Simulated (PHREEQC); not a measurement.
# Phosphoric acid bath

Dissolve 0.014 mol/kgw H3PO4, 0.00234 mol/kgw HNO3 and 0.0013 mol/kgw ZnSO4 at 20 °C. Closed to the air; pH follows from the charge balance.

Model: ion-association model, wateq4f.dat, run in PHREEQC.

This is a speciation only: nothing precipitates in the calculation.

Question: What pH does the model give?

Answer: pH 2.09.

Question: In which forms is P present?

Answer: H2PO4- 50 %, H3PO4 50 % of the P.

H3PO4, which wateq4f.dat lacks, is added to it with the constant of phreeqc.dat. The database has no phosphate complexes of Zn.
